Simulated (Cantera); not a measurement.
An adiabatic, constant-volume homogeneous reactor starts with CH4 : O2 : N2 = 1 : 1.05 : 3.96 (molar parts), equivalence ratio 1.9, at 1475 K and 100000 Pa.

Detailed kinetics in Cantera: GRI-Mech 3.0 (53 species, 325 reactions).

x: mole fraction; the columns are a selection and need not sum to one.

```
t (s)     T (K)  P (bar)     x CH4      x O2     x N2O      x CO       x O    x C2H6
--------  -----  -------  --------  --------  --------  --------  --------  --------
6.00e-6    1475    1.000     0.166     0.175    <1e-12  7.93e-12   2.20e-9  4.00e-11
1.55e-5    1475    1.000     0.166     0.175  3.02e-12  1.29e-10   3.09e-9  7.81e-10
3.99e-5    1475    1.000     0.166     0.175  1.73e-11         ?         ?         ?
0.000103   1475    1.000     0.166     0.175  8.77e-11   7.63e-8   1.75e-8   5.27e-7
0.000265   1475     1.00     0.166     0.175  3.19e-10   3.06e-6   5.55e-8   1.63e-5
0.000682   1479     1.00     0.165     0.174   1.26e-9   9.75e-5   1.36e-7  0.000218
0.00176    1582     1.08     0.144     0.159   1.99e-8   0.00710   2.75e-6   0.00232
0.00453    2771     2.20  1.46e-11  0.000157   5.72e-8     0.125  0.000411    <1e-12
0.0117     2771     2.20  1.46e-11  0.000157   5.74e-8     0.125  0.000411    <1e-12
0.0301     2771     2.20  1.46e-11  0.000157   5.74e-8     0.125  0.000411    <1e-12
0.0776     2771     2.20  1.46e-11  0.000157   5.74e-8     0.125  0.000411    <1e-12
0.200      2771     2.20  1.46e-11  0.000157   5.74e-8     0.125  0.000411    <1e-12
```

Task: Complete the blanks.

Result: 
- 3.99e-5, x CO: 2.64e-9
- 3.99e-5, x O: 6.03e-9
- 3.99e-5, x C2H6: 1.77e-8
